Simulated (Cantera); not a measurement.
Feed: 1 mol C3H6, 27 mol H2, 0.043 mol NH3, equilibrated at 850 K and 0.00133 bar.

Method: chemical equilibrium by Gibbs-energy minimisation in Cantera with the NASA 1993 tables (ideal gas, pure condensed phases). Candidate condensed phases: C, C6H6, C7H8, C8H18; 92 gas species. Kinetics and transport are ignored.

Base state: H2 0.998, CH4 0.000827, N2 0.000715 (mole fractions); condensed: C(graphite).

Question: What changes in the equilibrium state with this change: temperature from 850 K to 673.15 K?

Answer: 
```json
[
 {"species": "H2", "before": "0.998", "after": "0.980"},
 {"species": "CH4", "before": "0.000827", "after": "0.0195"},
 {"species": "N2", "before": "0.000715", "after": "0.000728"},
 {"species": "C(graphite), mol", "before": "2.98", "after": "2.43"}
]
```
